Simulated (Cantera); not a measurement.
Hydrocarbon pyrolysis for carbon deposition

An isothermal, constant-pressure homogeneous reactor starts with C₃H₈ : H₂ = 1 : 49 (molar parts), at 1575 K and 2.70 Torr.

Computed with Cantera and GRI-Mech 3.0 (53 species, 325 reactions). GRI-Mech 3.0 was tuned for natural gas; its chemistry of propane as a main component is partial and can be far from experiment. GRI-Mech 3.0 stops at C3 and has no aromatics, soot or wall deposition, so with more carbon than oxygen in the feed, carbon stays in small species such as C2H2 where larger ones or solid carbon would form. Radical loss at walls, strong at low pressure, is not modelled.

```csv
t (s),x C₃H₈,x H₂,x C₂H₂,x C₂H₆,x C₂H,x H,x C₂H₄
0.000200,0.0184,0.978,4.65e-7,9.19e-5,<1e-12,0.000494,0.000868
0.000433,0.0156,0.974,1.15e-5,0.000215,3.77e-11,0.00112,0.00319
0.000938,0.00810,0.965,0.000218,0.000296,1.72e-9,0.00263,0.00933
0.00203,0.000564,0.954,0.00241,0.000108,3.50e-8,0.00475,0.0138
0.00440,1.44e-6,0.955,0.00707,1.13e-5,7.63e-8,0.00352,0.00981
0.00953,1.36e-9,0.956,0.0112,5.14e-6,8.07e-8,0.00235,0.00575
0.0206,6.50e-10,0.957,0.0144,3.59e-6,7.32e-8,0.00167,0.00268
0.0447,3.94e-10,0.958,0.0163,2.72e-6,6.48e-8,0.00130,0.000834
0.0969,2.74e-10,0.958,0.0171,2.23e-6,5.77e-8,0.00110,0.000162
0.210,1.87e-10,0.959,0.0175,1.80e-6,5.00e-8,0.000939,6.95e-5
0.454,1.10e-10,0.959,0.0178,1.34e-6,4.13e-8,0.000760,5.55e-5
0.984,6.03e-11,0.960,0.0183,9.52e-7,3.42e-8,0.000613,4.42e-5
2.13,3.70e-11,0.961,0.0190,7.12e-7,3.14e-8,0.000542,3.65e-5
4.62,2.48e-11,0.962,0.0201,5.47e-7,3.29e-8,0.000538,3.08e-5
10.0,1.33e-11,0.964,0.0218,3.57e-7,3.71e-8,0.000559,2.42e-5
```
x: mole fraction; the columns are a selection and need not sum to one.

Equilibrium at this temperature and pressure: C₃H₈ <1e-12, H₂ 0.971, C₂H₂ 0.0282, C₂H₆ 2.38e-10, C₂H 5.83e-8, H 0.000687, C₂H₄ 1.36e-5 (gas phase only).
